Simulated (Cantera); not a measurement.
Input: 1 mol trisilylamine, 0.55 mol NH3, 0.28 mol H2, at 10000 Pa.

Equilibrium computed with Cantera from the NASA thermochemical tables; the gas is ideal and each condensed phase is pure. Candidate condensed phases: Si, Si3N4; 18 gas species. The feed counts by its element totals alone. Mutual solubility and eutectic melting of coexisting phases are not modelled. Gases not in the tables: Si2H6 and higher silanes. The numbers say what is thermodynamically allowed, not how fast it happens.

log p: log10 of the partial pressure in bar; n: condensed amount in mol.

```
T (K)  log p H2  log p N2  log p H  log p Si  n Si(s)  n Si3N4(s)  n Si(l)
-----  --------  --------  -------  --------  -------  ----------  -------
800       -1.00      <-13   -12.04      <-13     1.84       0.388        0
900       -1.00    -12.95   -10.43      <-13     1.84       0.388        0
1000      -1.00    -10.79    -9.14      <-13     1.84       0.388        0
1100      -1.00         …        …      <-13     1.84       0.388        0
1200      -1.00     -7.55    -7.20    -11.86     1.84       0.387        0
1300      -1.00     -6.30    -6.46    -10.36     1.84       0.387        0
1400      -1.00     -5.24    -5.81     -9.08     1.84       0.387        0
1500      -1.00     -4.32    -5.25     -7.98     1.84       0.386        0
1600      -1.00         …        …         …     1.86       0.379        0
1700      -1.01     -2.81    -4.34     -6.17        0       0.343     1.97
1800      -1.04     -2.06    -3.97     -5.50        0       0.117     2.65
```

### Question
Some entries are withheld; supply them.

### Answer

- 1100, log p N2: -9.02
- 1100, log p H: -8.09
- 1600, log p N2: -3.52
- 1600, log p H: -4.77
- 1600, log p Si: -7.01
